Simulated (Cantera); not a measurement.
# Si + SF₆ (silicon etching in halogen gases)

Charge: 1 mol Si, 3.6 mol SF₆, held at 610 Pa.

Cantera equilibrium calculation (NASA polynomials, part measured and part estimated; ideal gas, pure solids and liquids). Candidate condensed phases: S, Si; 21 gas species. The tables' values for S₂F₂ (SSF₂), SF₃, SF₅ are old estimates; treat these amounts as uncertain. Kinetics and transport are ignored.

| T (°C) | x SF₄ | x SF₆ | x SiF₄ | x S₂F₂ (SSF₂) | x SF₃ | x F | x SF₂ | x SF₅ |
|---|---|---|---|---|---|---|---|---|
| 425 | 0.393 | 0.378 | 0.219 | 0.00905 | 0.000192 | <1e-12 | 0.000147 | 7.24e-7 |
| 475 | 0.429 | 0.351 | 0.218 | 0.000974 | 0.000323 | 1.96e-11 | 0.000202 | 1.92e-6 |
| 525 | 0.433 | 0.349 | 0.217 | 8.31e-5 | 0.000446 | 4.43e-10 | 0.000220 | 4.50e-6 |
| 575 | 0.433 | 0.348 | 0.217 | 8.96e-6 | 0.000584 | 6.98e-9 | 0.000232 | 9.52e-6 |
| 625 | 0.433 | 0.348 | 0.217 | 1.23e-6 | 0.000741 | 8.09e-8 | 0.000242 | 1.85e-5 |
| 675 | 0.433 | 0.349 | 0.217 | 2.10e-7 | 0.000917 | 7.24e-7 | 0.000251 | 3.37e-5 |
| 725 | 0.433 | 0.349 | 0.217 | 4.27e-8 | 0.00111 | 5.20e-6 | 0.000259 | 5.76e-5 |
| 775 | 0.432 | 0.349 | 0.217 | 1.01e-8 | 0.00132 | 3.09e-5 | 0.000266 | 9.36e-5 |
| 825 | 0.432 | 0.349 | 0.217 | 2.75e-9 | 0.00154 | 0.000156 | 0.000273 | 0.000146 |
| 875 | 0.431 | 0.348 | 0.217 | 8.39e-10 | 0.00178 | 0.000686 | 0.000279 | 0.000218 |
x: gas mole fraction; nothing condenses.

From 425 °C to 875 °C nothing is condensed. The main Si-bearing gas is SiF₄ throughout.
